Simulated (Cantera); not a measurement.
Charge: 1 mol Si₂H₆, 0.1 mol Cl₂, 170 mol N₂, at 1698 K and 30000 Pa.

Method: chemical equilibrium by Gibbs-energy minimisation in Cantera with the NASA 1993 tables (ideal gas, pure condensed phases). Candidate condensed phases: NH₄Cl, Si, Si₃N₄; 28 gas species. The feed counts by its element totals alone. Kinetics and transport are ignored.

Base state: N₂ 0.982, H₂ 0.0169, HCl 0.00115, H 3.43e-5 (mole fractions); condensed: Si₃N₄(s).

What changes in the equilibrium state with this change: Si₂H₆ replaced by Si₃H₈?


```tsv
species	before	after
N₂	0.982	0.976
H₂	0.0169	0.0226
HCl	0.00115	0.00115
H	3.43e-5	3.97e-5
Si₃N₄(s), mol	0.666	1.000
```

What changes in the equilibrium state with this change: Si₂H₆ replaced by SiCl₄?


| species | before | after |
|---|---|---|
| N₂ | 0.982 | 0.992 |
| SiCl₄ | <1e-9 | 0.00510 |
| Cl | 1.81e-6 | 0.00198 |
| H₂ | 0.0169 | 0 |
| HCl | 0.00115 | 0 |
| H | 3.43e-5 | 0 |
| Si₃N₄(s), mol | 0.666 | 0 |
The tables' values for SiCl₃ are old estimates; treat these amounts as uncertain.
